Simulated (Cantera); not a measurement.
A Cantera script and what it prints.

```python
import numpy as np
import cantera as ct

gas_names = """
    N NO NO2 NO3 N2 N2O O O2 O3 S SN SO SO2 SO3 S2 S2O S8
""".split()
cond_names = """
    S(cr1) S(cr2) S(L)
""".split()


# ... load() reads the species with a 1 bar reference pressure and builds the phases ...
atoms = {
    'S': {'S': 1},
    'SO2': {'S': 1, 'O': 2},
    'N2': {'N': 2},
}
top_T = {}  # K; cautious upper limits of use, not melting points


# ... equilibrate(T, P, feed) seeds the gas with the atoms and calls Mixture.equilibrate('TP', solver="vcs", rtol=1e-11, max_steps=5000) ...
results = []
feed = {'S': 1, 'SO2': 0.28, 'N2': 2}  # mol
P = 1600  # Pa
for T in [2500, 2600, 2700, 2800, 2900, 3000, 3100, 3200, 3300, 3400, 3500]:
    mix = equilibrate(T, P, feed)
    results.append((T, P, feed, dict(zip(mix.species_names, mix.species_moles))))

top = {s: max(r[3][s] / sum(r[3][g] for g in gas_names) for r in results) for s in gas_names}
cols = sorted((s for s in top if top[s] > 1e-06), key=lambda s: -top[s])[:5]
seen = [c for c in cond_names if any(r[3].get(c, 0) > 1e-12 for r in results)]
print("log10 of partial pressures in bar; condensed amounts in mol")
print(f"{'T/K':>10s}" + "".join(f"{s[:9]:>10s}" for s in cols + seen))
for T, P, feed, n in results:
    ng = sum(n[g] for g in gas_names)
    print(f"{T:10.4g}" + "".join(f"{np.log10(max(n[s] / ng * P / 1e5, 1e-99)):10.3f}" for s in cols)
          + "".join(f"{n.get(c, 0):10.4g}" for c in seen))
```

Output:

```
log10 of partial pressures in bar; condensed amounts in mol
       T/K        N2         S        SO         O        S2
      2500    -1.976    -2.789    -2.732    -4.635    -2.862
      2600    -1.985    -2.672    -2.709    -4.300    -2.978
      2700    -1.994    -2.581    -2.700    -3.985    -3.121
      2800    -2.004    -2.512    -2.708    -3.692    -3.285
      2900    -2.014    -2.459    -2.736    -3.429    -3.461
      3000    -2.025    -2.416    -2.790    -3.205    -3.638
      3100    -2.036    -2.379    -2.876    -3.027    -3.809
      3200    -2.048    -2.348    -2.996    -2.896    -3.978
      3300    -2.058    -2.323    -3.146    -2.805    -4.146
      3400    -2.065    -2.306    -3.318    -2.745    -4.316
      3500    -2.071    -2.294    -3.503    -2.706    -4.485
```

Equilibrium computed with Cantera from the NASA thermochemical tables; the gas is ideal and each condensed phase is pure.
